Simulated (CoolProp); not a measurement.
The numbers come from the reference Helmholtz-energy equation of state, Lemmon 2006 in CoolProp. It is a short technical equation, of lower accuracy than the large ones.

Task: Give the vapour pressure (MPa), liquid density (kg/m³), vapour viscosity (µPa s) of saturated C2F6 (R116) at 187.6 K.

Result: 
```json
[
 {"T (K)": "187.6", "p (MPa)": "0.0666", "liquid density (kg/m³)": "1640", "vapour viscosity (µPa s)": "8.79"}
]
```

Viscosity comes from a separate model (Huber 2003), an estimate that may be off by 10 % or more.
